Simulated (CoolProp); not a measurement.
Vapour-liquid equilibrium of R22 (1) + n-hexane (2) at 0.276 MPa; x and y are mole fractions of (1).

Computed with CoolProp (multi-fluid Helmholtz-energy mixture model, Kamei 1995 and Thol 2019; pair parameters Bell 2016).

```tsv
x	bubble temperature (K)	y at the bubble point	dew temperature at overall composition x (K)	liquid density (mol/L)
0.05	344.9	0.593	375.5	7.249
0.15	305.8	0.904	371.0	8.109
0.25	287.8	0.959	366.2	8.791
0.35	278.2	0.977	360.9	9.439
0.45	272.3	0.984	354.9	[?]
0.55	[?]	0.989	348.2	[?]
0.65	265.4	0.992	340.2	11.62
0.75	262.8	[?]	[?]	12.52
0.85	260.2	0.996	316.5	13.56
0.95	257.6	0.999	291.8	14.77
```

Task: Complete the blanks.

Result: 
- 0.45, liquid density (mol/L): 10.11
- 0.55, bubble temperature (K): 268.4
- 0.55, liquid density (mol/L): 10.83
- 0.75, y at the bubble point: 0.994
- 0.75, dew temperature at overall composition x (K): 330.2

No azeotrope shows between x = 0.05 and 0.95.

The pair parameters rest on a limited set of measurements; away from them the model extrapolates.
